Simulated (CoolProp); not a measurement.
Octamethyltrisiloxane (MDM) at 442.9 K and 0.0693 MPa is compressed adiabatically to 0.392 MPa with isentropic efficiency 0.8. Each further row changes one setting.

The numbers come from the reference Helmholtz-energy equation of state, Thol 2017 in CoolProp.

```tsv
case	work (kJ/kg)	final phase	final density (kg/m³)
as stated	(withheld)	(withheld)	(withheld)
efficiency 1	23.3	two-phase, vapour fraction 0.614	(withheld)
efficiency 0.65	(withheld)	(withheld)	(withheld)
```

Task: Fill in the missing entries.

Result: 
- as stated, work (kJ/kg): 29.1
- as stated, final phase: two-phase, vapour fraction 0.663
- as stated, final density (kg/m³): 42.1
- efficiency 1, final density (kg/m³): 45.1
- efficiency 0.65, work (kJ/kg): 35.8
- efficiency 0.65, final phase: two-phase, vapour fraction 0.718
- efficiency 0.65, final density (kg/m³): 39.0
